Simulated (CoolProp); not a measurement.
Properties of trans-2-butene along the isobar 4.42 MPa.

The numbers come from the reference Helmholtz-energy equation of state, Lemmon 2005 in CoolProp. It is a short technical equation, of lower accuracy than the large ones.

```csv
T (°C),phase,Z,cp (kJ/(kg K)),cv (kJ/(kg K)),Joule-Thomson coefficient (K/MPa),isothermal compressibility (1/MPa)
-33.85,liquid,0.1866,2.091,1.462,-0.4549,0.001321
-16.05,liquid,0.1786,2.145,1.502,-0.4220,0.001581
1.85,liquid,0.1719,2.207,1.548,-0.3820,0.001916
19.75,liquid,0.1666,2.278,1.597,-0.3330,0.002359
37.65,liquid,0.1625,2.359,1.650,-0.2721,0.002960
55.55,liquid,0.1595,2.453,1.706,-0.1940,…
73.35,liquid,0.1578,2.561,1.765,-0.09003,0.005076
91.25,liquid,0.1576,2.695,1.826,0.05904,…
109.15,liquid,…,2.874,1.890,0.2928,0.01082
127.05,liquid,…,3.156,1.960,0.7216,0.01904
144.85,liquid,0.1771,3.824,2.045,1.819,0.04826
162.75,supercritical,0.3474,15.20,2.290,14.98,1.895
180.65,supercritical,0.5702,3.636,…,12.09,…
```

Q: Some entries are withheld; supply them.

A: 
- 55.55, isothermal compressibility (1/MPa): 0.003812
- 91.25, isothermal compressibility (1/MPa): 0.007122
- 109.15, Z: 0.1594
- 127.05, Z: 0.1644
- 180.65, cv (kJ/(kg K)): 2.175
- 180.65, isothermal compressibility (1/MPa): 0.4819

The peak of cp marks the crossing from liquid-like to gas-like fluid above the critical point.
